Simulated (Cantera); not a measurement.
**Premixed flame**

A freely propagating, adiabatic, planar premixed flame of 22.3 % H2, 21.0 % O2, 56.8 % N2, equivalence ratio 0.53, unburnt at 675 K and 100.0 Torr; multicomponent transport, grid criteria slope 0.08 and curve 0.16, no radiation.

Detailed kinetics in Cantera: the H2/O2 subset of GRI-Mech 3.0, which has no nitrogen chemistry. Burning velocities carry a grid error of a few per cent, more on coarse grids. Lean hydrogen flames are cellular in practice and burn faster than this planar one.

```
z (mm)  T (K)  u (m/s)     x H2   x O2     x H2O   x H2O2    x HO2       x O
------  -----  -------  -------  -----  --------  -------  -------  --------
-18.3     675     6.79    0.223  0.210     <1e-8    <1e-8    <1e-8     <1e-8
-12.2     675     6.79    0.223  0.210     <1e-8    <1e-8    <1e-8     <1e-8
-9.17     675     6.79    0.223  0.210     <1e-8    <1e-8    <1e-8     <1e-8
-6.11     675     6.79    0.223  0.210   1.22e-7    <1e-8  8.31e-7   2.14e-8
-3.06     683     6.86    0.221  0.210  0.000615  4.08e-7  5.09e-5   1.90e-5
-1.53     783     7.80    0.200  0.206    0.0119  5.95e-7  3.91e-5  0.000546
0        1108     10.7   0.0888  0.165    0.0970  1.35e-6  2.27e-5   0.00992
1.53     1367     13.1   0.0237  0.119     0.173  1.26e-6  1.37e-5    0.0234
3.06     1490     14.1   0.0195  0.112     0.184  8.43e-7  1.08e-5    0.0247
6.11     1630     15.3   0.0184  0.110     0.192  4.65e-7  8.38e-6    0.0229
12.2     1777     16.5   0.0162  0.108     0.202  2.40e-7  6.21e-6    0.0194
24.5     1918     17.6   0.0129  0.107     0.212  1.33e-7  4.35e-6    0.0149
48.9     2044     18.6  0.00899  0.107     0.222  8.42e-8  3.04e-6    0.0100
```
x: mole fraction of selected species; z is measured from the peak of heat release.

| Property | Value |
|---|---|
| laminar burning velocity | 679 cm/s |
| thermal thickness | 6.11 mm |
| peak x(H2O2) | 1.58e-6 |
| peak x(HO2) | 5.10e-5 |
| peak x(O) | 0.0248 |
| grid points | 127 |
